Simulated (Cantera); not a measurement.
A perfectly stirred reactor is fed with 9.39 % CH3OH, 19.1 % O2, 71.5 % N2, equivalence ratio 0.74, at 1000000 Pa; it is adiabatic with a 625 K inlet, and is followed from long to short residence time, starting on the burning branch (τ in s: 0.27, 0.11, 0.048, 0.02, 0.0083, 0.0035, 0.0015, 0.00061, 0.00026, 0.00011, 4.5e-05, 1.9e-05).

Model: GRI-Mech 3.0 (53 species, 325 reactions), integrated in Cantera. GRI-Mech 3.0 was tuned for natural gas; its chemistry of methanol as a main component is partial and can be far from experiment.

x: mole fraction; the columns are a selection and need not sum to one.

| τ (s) | T (K) | x CH3OH | x O2 | x CH4 | x H | x C2H6 | x HCO |
|---|---|---|---|---|---|---|---|
| 0.27 | 2175 | 7.26e-8 | 0.0454 | 4.56e-9 | 2.53e-5 | <1e-12 | 1.27e-9 |
| 0.11 | 2177 | 1.75e-7 | 0.0459 | 1.09e-8 | 2.61e-5 | <1e-12 | 3.05e-9 |
| 0.048 | 2179 | 3.92e-7 | 0.0465 | 2.39e-8 | 2.74e-5 | <1e-12 | 6.92e-9 |
| 0.020 | 2179 | 9.15e-7 | 0.0469 | 5.32e-8 | 3.00e-5 | <1e-12 | 1.65e-8 |
| 0.0083 | 2178 | … | 0.0472 | … | … | <1e-12 | … |
| 0.0035 | 2175 | … | 0.0474 | … | … | 1.55e-12 | … |
| 0.0015 | 2167 | 9.43e-6 | 0.0478 | 3.05e-7 | 7.50e-5 | 4.20e-12 | 2.23e-7 |
| 0.00061 | 2153 | 1.91e-5 | 0.0484 | 4.06e-7 | 0.000139 | 9.13e-12 | 5.54e-7 |
| 0.00026 | 2130 | 3.60e-5 | 0.0494 | 5.19e-7 | 0.000263 | 1.75e-11 | 1.31e-6 |
| 0.00011 | 2094 | 6.82e-5 | 0.0513 | 7.96e-7 | 0.000498 | 4.24e-11 | 3.13e-6 |
| 4.5e-5 | 2035 | 0.000140 | 0.0547 | 1.83e-6 | 0.000891 | 1.86e-10 | 7.78e-6 |
| 1.9e-5 | 1936 | 0.000348 | 0.0616 | 6.81e-6 | 0.00126 | 1.70e-9 | 1.93e-5 |

Task: What belongs in the gaps?

Result: 
- 0.0083, x CH3OH: 2.11e-6
- 0.0083, x CH4: 1.11e-7
- 0.0083, x H: 3.55e-5
- 0.0083, x HCO: 3.98e-8
- 0.0035, x CH3OH: 4.60e-6
- 0.0035, x CH4: 2.01e-7
- 0.0035, x H: 4.78e-5
- 0.0035, x HCO: 9.49e-8
